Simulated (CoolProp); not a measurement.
The fluid at 399.92 K and 0.678 MPa (stagnation) flows isentropically through a choked orifice. The same conditions are run with several fluids, on thermodynamics alone (safety and materials aside).

The numbers come from the reference Helmholtz-energy equation of state of each fluid (R142b: Lemmon 2006; R124: de Vries 1995; CH3F (R41): Lemmon 2006; R245fa: Akasaka 2015; R22: Kamei 1995) in CoolProp.

Q: Rank R142b, R124, CH3F (R41), R245fa, R22 by throat to inlet pressure ratio, highest first.

A: R245fa (0.601), R124 (0.596), R142b (0.592), R22 (0.577), CH3F (R41) (0.554)

```json
[
 {"fluid": "R142b", "mass flux (kg/(m² s))": "2390", "throat temperature (K)": "381.0"},
 {"fluid": "R124", "mass flux (kg/(m² s))": "2760", "throat temperature (K)": "383.9"},
 {"fluid": "CH3F (R41)", "mass flux (kg/(m² s))": "1440", "throat temperature (K)": "355.6"},
 {"fluid": "R245fa", "mass flux (kg/(m² s))": "2740", "throat temperature (K)": "385.9"},
 {"fluid": "R22", "mass flux (kg/(m² s))": "2240", "throat temperature (K)": "371.3"}
]
```
